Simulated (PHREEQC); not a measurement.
Dissolve 1.6 mmol/kgw NaH2PO4, 21 mmol/kgw KOH and 0.46 mmol/kgw NaCl at 85 °C. Closed to the air; pH follows from the charge balance.

Computed with PHREEQC (ion-association model, phreeqc.dat).

This is a speciation only: nothing precipitates in the calculation.

Question: Estimate the pH, ionic strength, specific conductance.

Answer: pH 10.70; ionic strength 0.0250 mol/kgw; specific conductance 13400 µS/cm.

Question: In which forms is P present?

Answer: HPO4-2 85 %, PO4-3 13 %, KHPO4- 1.8 % of the P.

Constants without temperature data keep their 25 °C values here.
